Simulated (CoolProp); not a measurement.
Vapour-liquid equilibrium of R22 (1) + n-pentane (2) at 4.66 bar; x and y are mole fractions of (1).

Computed with CoolProp (multi-fluid Helmholtz-energy mixture model, Kamei 1995 and Thol 2019; pair parameters Bell 2016).

| x | bubble temperature, mixture model (°C) | bubble temperature, Raoult's law (°C) | y, mixture model | y, Raoult's law |
|---|---|---|---|---|
| 0.05 | 70.0 | 74.3 | 0.388 | 0.351 |
| 0.15 | ? | 53.5 | 0.739 | 0.677 |
| 0.25 | 27.5 | 39.7 | 0.856 | 0.816 |
| 0.35 | 18.8 | 29.6 | 0.904 | 0.887 |
| 0.45 | 13.3 | 22.0 | 0.929 | 0.928 |
| 0.55 | 9.6 | 15.8 | 0.944 | 0.954 |
| 0.65 | ? | 10.7 | ? | 0.971 |
| 0.75 | 4.3 | 6.4 | 0.966 | 0.983 |
| 0.85 | 1.9 | 2.7 | ? | 0.991 |
| 0.95 | -0.7 | -0.5 | 0.992 | 0.997 |

Q: Some entries are withheld; supply them.

A: 
- 0.15, bubble temperature, mixture model (°C): 42.7
- 0.65, bubble temperature, mixture model (°C): 6.8
- 0.65, y, mixture model: 0.956
- 0.85, y, mixture model: 0.978

The largest gap from Raoult's law is -12.2 K in bubble temperature, at x = 0.25. No azeotrope shows between x = 0.05 and 0.95.

Pair parameters are fitted to limited data, so mixtures are less certain than the pure fluids.
